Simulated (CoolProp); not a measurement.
Propylene glycol along the isobar 0.943 MPa: density (kg/m³) from the reference equation and from simpler models built on Tc = 674.0 K, pc = 7.292 MPa, ω = 0.327; each cubic takes its own stable root.

Computed with CoolProp (reference Helmholtz-energy equation of state, Eisenbach 2021).

```
T (K)   phase  reference  Redlich-Kwong  Soave-Redlich-Kwong  Peng-Robinson
-----  ------  ---------  -------------  -------------------  -------------
448.2  liquid      906.2          850.1                891.6           1008
458.1  liquid      896.4          837.8                880.4          995.7
468    liquid      886.3     (withheld)                868.7          982.9
477.9  liquid      875.9          812.0                856.5          969.6
487.8  liquid      865.2     (withheld)                843.7     (withheld)
497.7  liquid      854.2          19.56                830.4          940.9
507.6  liquid      842.7          19.03                816.3          925.4
517.5  liquid      830.8          18.54                801.5          909.0
527.4  liquid      818.4          18.08                18.32          18.45
537.3  liquid      805.5          17.65                17.85          17.97
547.1  liquid      792.0          17.24                17.42          17.53
557       gas      17.19          16.85                17.00          17.11
566.9     gas      16.76          16.48                16.61     (withheld)
576.8     gas      16.35          16.13           (withheld)          16.34
586.7     gas      15.97          15.80           (withheld)          15.98
```

Problem. Complete the blanks.

Solution. 
- 468, Redlich-Kwong: 825.2
- 487.8, Redlich-Kwong: 798.4
- 487.8, Peng-Robinson: 955.6
- 566.9, Peng-Robinson: 16.71
- 576.8, Soave-Redlich-Kwong: 16.24
- 586.7, Soave-Redlich-Kwong: 15.89

At some of these states Redlich-Kwong, Soave-Redlich-Kwong, Peng-Robinson gives the other phase, because its saturation line lies elsewhere.
